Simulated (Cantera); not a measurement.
Nitride etching: AlN + O2 + H2

A closed system holds: 1 mol AlN, 4.8 mol O2, 4.3 mol H2, held at 100 Torr.

These are equilibrium values from Cantera (NASA tables, ideal gas, pure condensed phases), not measurements of a reactor. Candidate condensed phases: Al, AlN, Al2O3, H2O; 35 gas species. Gases not in the tables: Al(OH)3. Equilibrium is a limit: real reactors are often held back by kinetics, nucleation or transport.

From 1100 K to 2075 K the condensed part is Al2O3(s).

```
T (K)  x H2O   x O2    x N2      x OH      x NO  n Al2O3(s)
-----  -----  -----  ------  --------  --------  ----------
1100   0.642  0.284  0.0746   3.07e-6   3.04e-5       0.500
1175   0.642  0.284  0.0746   9.56e-6   5.75e-5       0.500
1250   0.642  0.284  0.0746   2.60e-5  0.000101       0.500
1325   0.642  0.283  0.0745   6.30e-5  0.000166       0.500
1400   0.642  0.283  0.0745  0.000139  0.000259       0.500
1475   0.642  0.283  0.0744  0.000283  0.000386       0.500
1550   0.641  0.283  0.0743  0.000538  0.000553       0.500
1625   0.641  0.283  0.0742  0.000964  0.000766       0.500
1700   0.641  0.283  0.0741   0.00164   0.00103       0.500
1775   0.640  0.282  0.0739   0.00267   0.00135       0.500
1850   0.639  0.281  0.0737   0.00416   0.00173       0.500
1925   0.637  0.280  0.0734   0.00627   0.00218       0.500
2000   0.634  0.279  0.0730   0.00916   0.00269       0.500
2075   0.630  0.277  0.0726    0.0130   0.00326       0.500
```
x: gas mole fraction; n: condensed amount in mol.
